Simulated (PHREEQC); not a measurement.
A PHREEQC input (ion-association model, wateq4f.dat):

```
SOLUTION 1
  temp 25
  units mol/kgw
  pH 7.48
  pe 9.2
  Na 3800
  K 13.1
  Ca 386
  Mg 270
  Cl 5180
  S(6) 2440 as SO4
  Alkalinity 328 as HCO3
  Cd 153
  B 3.4
END
USE solution 1
EQUILIBRIUM_PHASES 1
  CO2(g) -2.5 10
END
```

It stops with these messages:

```
WARNING: Maximum iterations exceeded, 100
WARNING: Maximum iterations exceeded, 100
WARNING: The program has failed to converge to a numerical solution.
ERROR:           Alkalinity has not converged. Total: 3.280000e+02	Calculated: 3.298849e+02	Residual: -1.884927e+00
ERROR: Is non-carbonate alkalinity greater than total alkalinity?
ERROR:                    B has not converged. Total: 3.400000e+00	Calculated: 3.381690e+00	Residual: 1.830996e-02
ERROR:                   Ca has not converged. Total: 3.860000e+02	Calculated: 1.929839e+02	Residual: 1.930161e+02
ERROR:                   Cd has not converged. Total: 1.530000e+02	Calculated: 1.126465e-02	Residual: 1.529887e+02
ERROR:                   Cl has not converged. Total: 5.180000e+03	Calculated: 1.000023e+03	Residual: 4.179977e+03
ERROR:                    K has not converged. Total: 1.310000e+01	Calculated: 1.310102e+01	Residual: -1.024423e-03
ERROR:                   Mg has not converged. Total: 2.700000e+02	Calculated: 1.350170e+02	Residual: 1.349830e+02
ERROR:                   Na has not converged. Total: 3.800000e+03	Calculated: 1.000000e+03	Residual: 2.800000e+03
ERROR:                 S(6) has not converged. Total: 2.440000e+03	Calculated: 2.014599e+03	Residual: 4.254014e+02
ERROR:               A(H2O) Activity of water has not converged. 	Residual: 5.588187e+01
ERROR: Model failed to converge for initial solution  1.
```

**Question.** Find the cause and the fix.

**Answer.** The fault: the units line changed with the numbers kept. The line should read `units mg/kgw` where the input has `units mol/kgw`. With the mend the run ends at pH 7.85 and ionic strength 0.223 mol/kgw.
